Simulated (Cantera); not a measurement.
## Reactions in the system K-O-S

Source: NASA polynomial tables (part measured, part estimated), evaluated in Cantera. Values are per mole of reaction as written; species without (g) are pure solids or liquids, kept so even where they would boil at 1 bar.

2 K2SO4 ⇌ 4 K(g) + O2(g) + 2 SO3(g)

```json
[
 {"T (K)": "1273", "ΔH° (kJ)": "2315.3", "ΔS° (J/K)": "846.0", "ΔG° (kJ)": "1238.2", "log10 K": "-50.81", "condensed phases": "K2SO4(s)"},
 {"T (K)": "1373", "ΔH° (kJ)": "2231.2", "ΔS° (J/K)": "783.2", "ΔG° (kJ)": "1155.8", "log10 K": "-43.97", "condensed phases": "K2SO4(l)"},
 {"T (K)": "1473", "ΔH° (kJ)": "2218.7", "ΔS° (J/K)": "774.4", "ΔG° (kJ)": "1078.0", "log10 K": "-38.23", "condensed phases": "K2SO4(l)"},
 {"T (K)": "1573", "ΔH° (kJ)": "2206.3", "ΔS° (J/K)": "766.3", "ΔG° (kJ)": "1001.0", "log10 K": "-33.24", "condensed phases": "K2SO4(l)"},
 {"T (K)": "1673", "ΔH° (kJ)": "2194.0", "ΔS° (J/K)": "758.7", "ΔG° (kJ)": "924.7", "log10 K": "-28.87", "condensed phases": "K2SO4(l)"},
 {"T (K)": "1773", "ΔH° (kJ)": "2181.9", "ΔS° (J/K)": "751.6", "ΔG° (kJ)": "849.2", "log10 K": "-25.02", "condensed phases": "K2SO4(l)"},
 {"T (K)": "1873", "ΔH° (kJ)": "2169.8", "ΔS° (J/K)": "745.0", "ΔG° (kJ)": "774.4", "log10 K": "-21.60", "condensed phases": "K2SO4(l)"},
 {"T (K)": "1973", "ΔH° (kJ)": "2157.9", "ΔS° (J/K)": "738.8", "ΔG° (kJ)": "700.2", "log10 K": "-18.54", "condensed phases": "K2SO4(l)"},
 {"T (K)": "2073", "ΔH° (kJ)": "2146.0", "ΔS° (J/K)": "733.0", "ΔG° (kJ)": "626.6", "log10 K": "-15.79", "condensed phases": "K2SO4(l)"},
 {"T (K)": "2173", "ΔH° (kJ)": "2134.2", "ΔS° (J/K)": "727.4", "ΔG° (kJ)": "553.6", "log10 K": "-13.31", "condensed phases": "K2SO4(l)"},
 {"T (K)": "2273", "ΔH° (kJ)": "2122.6", "ΔS° (J/K)": "722.2", "ΔG° (kJ)": "481.1", "log10 K": "-11.06", "condensed phases": "K2SO4(l)"}
]
```
